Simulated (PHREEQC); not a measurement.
0.074 g of hydrous ferric oxide (600 m²/g; 0.2 weak and 0.005 strong sites per Fe, Dzombak-Morel constants, diffuse double layer) in 1 kg of water with 0.3 mol/kgw of an inert sodium salt and 3.3e-07 mol Na2HAsO4 and 5.8e-06 mol MnCl2, at 25 °C; the pH is set by adding NaOH or the inert anion's acid. The system is closed to oxygen. The system is closed to CO2. Nothing may precipitate in this run.

The series has 13 steps of pH, from 3 to 9.

Computed with PHREEQC (ion-association model, wateq4f.dat).

Task: Near which pH is half of the Mn sorbed, and on which side is more sorbed?

Result: Near pH 7.4, with more sorbed at higher pH.

The database has no arsenate complexes of Mn. The oxide is taken as insoluble; below pH 4 it would dissolve.
